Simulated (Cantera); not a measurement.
Feed: 1 mol Al, 0.89 mol CO, 2.9 mol N₂, 0.024 mol O₂, at 1.00 bar.

Points: T (K) = 1573, 1623, 1673, 1723, 1773, 1823, 1873, 1923.

Cantera's Mixture.equilibrate('TP', solver="vcs", rtol=1e-11, max_steps=5000) on the NASA tables stopped like this:

```
ERROR: FAILURE its = 5001!

*******************************************************************************
CanteraError thrown by MultiPhase::equilibrate:
VCS solver failed. Return code: -1
*******************************************************************************
```

Task: What got this run through?

Result: Several could match; the one computed here: The failure is numerical, not chemical. The same input converged with solver="gibbs", rtol=1e-10, max_steps=50000, and the result passed a check of the equilibrium conditions:
```
log10 of partial pressures in bar; condensed amounts in mol
       T/K        N2        CO       CO2        AL      AL2O    ALN(s)  AL2O3(a)     C(gr)
      1573    -0.015    -1.481    -6.406    -9.173   -10.814    0.4358    0.2821    0.7984
      1623    -0.025    -1.252    -6.117    -8.517    -9.977    0.4797    0.2601    0.7324
      1673    -0.042    -1.040    -5.849    -7.898    -9.188    0.5503    0.2249    0.6266
      1723    -0.067    -0.844    -5.605    -7.310    -8.438    0.6611    0.1695    0.4604
      1773    -0.106    -0.664    -5.384    -6.749    -7.723    0.8326   0.08369    0.2031
      1823    -0.136    -0.570    -5.249    -6.222    -7.052     0.968   0.01599         0
      1873    -0.136    -0.570    -5.200    -5.738    -6.437     0.968   0.01599         0
      1923    -0.136    -0.570    -5.155    -5.280    -5.855     0.968   0.01599         0
```

The gas is ideal and each condensed phase is pure. Mutual solubility and eutectic melting of coexisting phases are not modelled. Condensed phases not in the tables: aluminium oxynitride.
